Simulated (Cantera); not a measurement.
Charge: 1 mol Pb, 0.25 mol O2, 0.21 mol H2, held at 7.00 bar.

Method: chemical equilibrium by Gibbs-energy minimisation in Cantera with the NASA 1993 tables (ideal gas, pure condensed phases). Candidate condensed phases: H2O, Pb, PbO, PbO2, Pb3O4; 12 gas species. Each liquid is taken as pure. Mutual solubility and eutectic melting of coexisting phases are not modelled. Gases not in the tables: (PbO)n polymers. Rates play no part.

Which condensed phases are stable at each of these points (T (°C)): 475, 575, 675, 775, 875, 975, 1075, 1175, 1275, 1375?


```csv
T (°C),condensed phases,Pb condensed (%)
475,Pb(l) + PbO(red),100.0
575,Pb(l) + PbO(yellow),100.0
675,Pb(l) + PbO(yellow),100.0
775,Pb(l) + PbO(yellow),100.0
875,Pb(l) + PbO(yellow),100.0
975,Pb(l) + PbO(l),100.0
1075,Pb(l) + PbO(l),100.0
1175,Pb(l) + PbO(l),99.9
1275,Pb(l) + PbO(l),99.8
1375,Pb(l) + PbO(l),99.6
```

At 475 °C the condensed part is Pb(l) + PbO(red). From 575 °C to 875 °C the condensed part is Pb(l) + PbO(yellow). From 975 °C to 1375 °C the condensed part is Pb(l) + PbO(l).
